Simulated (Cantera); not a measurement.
Gas activation for diamond growth

An isothermal, constant-pressure homogeneous reactor starts with 4.03 % CH4, 93.7 % H2, 2.25 % H, at 2223 K and 3200 Pa.

Computed with Cantera and GRI-Mech 3.0 (53 species, 325 reactions). GRI-Mech 3.0 stops at C3 and has no aromatics, soot or wall deposition, so with more carbon than oxygen in the feed, carbon stays in small species such as C2H2 where larger ones or solid carbon would form. Radical loss at walls, strong at low pressure, is not modelled.

```
t (s)        x CH4   x H2     x H    x C2H4    x C2H6
--------  --------  -----  ------  --------  --------
2.00e-5     0.0313  0.946  0.0138  0.000120   7.83e-6
9.35e-5     0.0298  0.947  0.0137  0.000387   7.99e-6
0.000437    0.0245  0.951  0.0134  0.000300   5.27e-6
0.00205     0.0122  0.958  0.0144   9.28e-5   1.41e-6
0.00956    0.00219  0.960  0.0189   7.19e-6   5.87e-8
0.0447    0.000201  0.955  0.0258   1.72e-6  6.60e-10
0.209      2.59e-5  0.947  0.0334   1.33e-6  1.44e-11
0.978      1.88e-5  0.946  0.0351   1.27e-6  8.29e-12
4.57       1.88e-5  0.946  0.0351   1.27e-6  8.29e-12
21.4       1.88e-5  0.946  0.0351   1.27e-6  8.29e-12
100        1.88e-5  0.946  0.0351   1.27e-6  8.29e-12
```
x: mole fraction; the columns are a selection and need not sum to one.

Equilibrium at this temperature and pressure: CH4 1.89e-5, H2 0.946, H 0.0351, C2H4 1.27e-6, C2H6 8.37e-12 (gas phase only).
